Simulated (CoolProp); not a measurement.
Vapour-liquid equilibrium of CF4 (R14) (1) + R13 (2) at 179.1 K; x and y are mole fractions of (1).

Model: multi-fluid Helmholtz-energy mixture model, Platzer 1990 and Platzer 1990; pair parameters Bell 2016, in CoolProp. This equation is an older, rougher fit; its heat capacities, sound speeds and derivatives of the liquid may be far off and weren't checked against measurements.

```tsv
x	bubble pressure, mixture model (bar)	bubble pressure, Raoult's law (bar)	y, mixture model	y, Raoult's law
0.05	?	0.8017	0.484	0.421
0.125	1.512	1.272	0.703	0.664
0.2	?	1.742	0.794	0.776
0.275	?	2.212	0.844	0.840
0.35	?	2.682	0.877	0.882
0.425	3.456	3.152	0.900	0.911
0.5	3.874	3.622	0.919	0.933
0.575	4.281	4.092	0.934	0.949
0.65	?	4.562	0.947	0.963
0.725	5.091	5.032	0.959	0.973
0.8	5.511	5.502	?	0.982
0.875	5.950	5.972	0.981	0.990
0.95	6.420	6.442	0.992	0.996
```

Task: Complete the blanks.

Result: 
- 0.05, bubble pressure, mixture model (bar): 0.9175
- 0.2, bubble pressure, mixture model (bar): 2.055
- 0.275, bubble pressure, mixture model (bar): 2.554
- 0.35, bubble pressure, mixture model (bar): 3.018
- 0.65, bubble pressure, mixture model (bar): 4.684
- 0.8, y, mixture model: 0.970

The largest gap from Raoult's law is +18.9 % in bubble pressure, at x = 0.125. No azeotrope shows between x = 0.05 and 0.95.

The pair parameters rest on a limited set of measurements; away from them the model extrapolates.
